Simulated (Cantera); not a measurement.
A Cantera script and its output.

```python
import numpy as np
import cantera as ct

gas = ct.Solution("SiF4_NH3_mec.yaml", "gas")
gas.TPX = 2398, 1700, {'NH3': 1, 'N2': 0.16}
reactor = ct.IdealGasConstPressureReactor(gas, energy="off", clone=False)
net = ct.ReactorNet([reactor])
net.rtol, net.atol = 1e-08, 1e-18
show = ['NH3', 'H2', 'N2H4', 'N', 'NH', 'N2H2', 'NH2']
times = np.geomspace(4e-05, 100, 13)

steps = ct.SolutionArray(gas, extra=["t"])
rows = []
print(f"{'t/s':>10s}{'T/K':>9s}{'P/Pa':>11s}" + "".join(f"{s:>11s}" for s in show))
for t in times:
    while net.time < t:
        t_next = net.step()
        steps.append(gas.state, t=t_next)
    rows.append([np.interp(t, steps.t, y) for y in (steps.T, steps.P, *steps(*show).X.T)])
    print(f"{t:10.3e}{rows[-1][0]:9.1f}{rows[-1][1]:11.4g}" + "".join(f"{x:11.3e}" for x in rows[-1][2:]))
rate = np.gradient(steps.T, steps.t)
print("integrator steps:", len(steps.t))
if steps.T.max() > steps.T[0] + 200:
    print(f"time of steepest temperature rise: {steps.t[rate.argmax()]:.4e} s")
gas.TPX = 2398, 1700, {'NH3': 1, 'N2': 0.16}
gas.equilibrate("TP")
print(f"equilibrium (TP): T = {gas.T:.1f} K  " + "  ".join(f"{s} {gas[s].X[0]:.3e}" for s in show))
```

It prints:

```
       t/s      T/K       P/Pa        NH3         H2       N2H4          N         NH       N2H2        NH2
 4.000e-05   2398.0       1700  8.614e-01  2.193e-04  1.053e-10  2.756e-10  3.162e-07  4.865e-08  4.460e-04
 1.365e-04   2398.0       1700  8.598e-01  7.795e-04  1.262e-09  1.366e-08  5.364e-06  9.218e-07  1.527e-03
 4.660e-04   2398.0       1700  8.540e-01  3.319e-03  1.253e-08  2.239e-07  4.628e-05  1.405e-05  4.796e-03
 1.591e-03   2398.0       1700  8.276e-01  2.245e-02  3.422e-08  1.629e-06  1.145e-04  4.689e-05  7.919e-03
 5.429e-03   2398.0       1700  7.373e-01  9.590e-02  2.350e-08  5.710e-06  1.466e-04  3.933e-05  6.563e-03
 1.853e-02   2398.0       1700  5.124e-01  2.779e-01  1.118e-08  1.175e-05  1.631e-04  2.243e-05  4.527e-03
 6.325e-02   2398.0       1700  1.856e-01  5.418e-01  2.458e-09  1.540e-05  1.290e-04  6.112e-06  2.123e-03
 2.159e-01   2398.0       1700  1.089e-02  6.804e-01  5.158e-11  1.650e-05  5.149e-05  2.734e-07  3.079e-04
 7.368e-01   2398.0       1700  2.122e-06  6.524e-01  1.458e-16  2.174e-06  7.728e-07  3.891e-12  5.214e-07
 2.515e+00   2398.0       1700  6.196e-08  6.152e-01  5.013e-19  5.086e-07  9.035e-08  8.055e-14  3.047e-08
 8.584e+00   2398.0       1700  5.143e-08  6.137e-01  3.628e-19  4.496e-07  7.821e-08  7.395e-14  2.583e-08
 2.930e+01   2398.0       1700  5.143e-08  6.137e-01  3.628e-19  4.496e-07  7.821e-08  7.395e-14  2.582e-08
 1.000e+02   2398.0       1700  5.143e-08  6.137e-01  3.628e-19  4.496e-07  7.821e-08  7.395e-14  2.582e-08
integrator steps: 2105
equilibrium (TP): T = 2398.0 K  NH3 5.143e-08  H2 6.137e-01  N2H4 3.628e-19  N 4.496e-07  NH 7.821e-08  N2H2 7.395e-14  NH2 2.582e-08
```

Detailed kinetics in Cantera: the gas-phase N/H chemistry of the illustrative SiF4/NH3 mechanism in the Surface Chemkin manual (1991). Walls and surfaces, which speed up NH3 decomposition in real reactors, are not modelled.
